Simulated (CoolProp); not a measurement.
Properties of propylene glycol along the isobar 22.5 bar.

The numbers come from the reference Helmholtz-energy equation of state, Eisenbach 2021 in CoolProp.

```json
[
 {"T (°C)": "-12.75", "phase": "liquid", "speed of sound (m/s)": "1618", "Joule-Thomson coefficient (K/MPa)": "-0.3423"},
 {"T (°C)": "3.95", "phase": "liquid", "speed of sound (m/s)": "1574", "Joule-Thomson coefficient (K/MPa)": "-0.3241"},
 {"T (°C)": "20.55", "phase": "liquid", "speed of sound (m/s)": "1529", "Joule-Thomson coefficient (K/MPa)": "…"},
 {"T (°C)": "37.25", "phase": "liquid", "speed of sound (m/s)": "1483", "Joule-Thomson coefficient (K/MPa)": "…"},
 {"T (°C)": "53.85", "phase": "liquid", "speed of sound (m/s)": "1436", "Joule-Thomson coefficient (K/MPa)": "-0.2787"},
 {"T (°C)": "70.55", "phase": "liquid", "speed of sound (m/s)": "1388", "Joule-Thomson coefficient (K/MPa)": "…"},
 {"T (°C)": "87.15", "phase": "liquid", "speed of sound (m/s)": "…", "Joule-Thomson coefficient (K/MPa)": "-0.2514"},
 {"T (°C)": "103.85", "phase": "liquid", "speed of sound (m/s)": "1291", "Joule-Thomson coefficient (K/MPa)": "-0.2378"}
]
```

Q: Some entries are withheld; supply them.

A: 
- 20.55, Joule-Thomson coefficient (K/MPa): -0.3080
- 37.25, Joule-Thomson coefficient (K/MPa): -0.2929
- 70.55, Joule-Thomson coefficient (K/MPa): -0.2649
- 87.15, speed of sound (m/s): 1340
